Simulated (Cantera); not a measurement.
Silicon epitaxy and polysilicon growth: SiCl4 + HCl + H2

Feed: 1 mol SiCl4, 0.066 mol HCl, 86 mol H2, at 675 °C and 0.0100 bar.

Method: chemical equilibrium by Gibbs-energy minimisation in Cantera with the NASA 1993 tables (ideal gas, pure condensed phases). Candidate condensed phases: Si; 19 gas species. The tables' values for SiCl3 are old estimates; treat these amounts as uncertain. Kinetics and transport are ignored.

| Quantity | Result |
|---|---|
| x(H2) | 0.979 |
| x(HCl) | 0.0120 |
| x(SiCl4) | 0.00653 |
| x(SiHCl3) | 0.00240 |
| x(SiCl2) | 0.000224 |
| x(SiCl3) | 0.000208 |
| x(SiH2Cl2) | 8.91e-5 |
| n(Si(s)) | 0.175 mol |
| gas amount | 87.27 mol |
